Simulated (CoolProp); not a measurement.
Vapour-liquid equilibrium of C2F6 (R116) (1) + R134a (2) at 217.5 K; x and y are mole fractions of (1).

The numbers come from the multi-fluid Helmholtz-energy mixture model, Lemmon 2006 and Tillner-Roth 1994; pair parameters Bell 2016 in CoolProp.

```csv
x,bubble pressure (MPa),y at the bubble point,dew pressure at overall composition x (MPa),liquid density (mol/L)
0.05,0.08453,0.756,0.02207,14.13
0.2,0.1943,0.900,0.02620,13.52
0.35,0.2331,0.921,0.03220,12.93
0.5,0.2451,0.927,0.04177,12.37
0.65,0.2525,0.932,0.05937,11.85
0.8,0.2651,0.945,0.1023,11.38
0.95,0.2857,0.979,0.2691,10.98
```

No azeotrope shows between x = 0.05 and 0.95.

The pair parameters rest on a limited set of measurements; away from them the model extrapolates. With so large a gap from Raoult's law the liquid may split in two, which this calculation doesn't test in full.
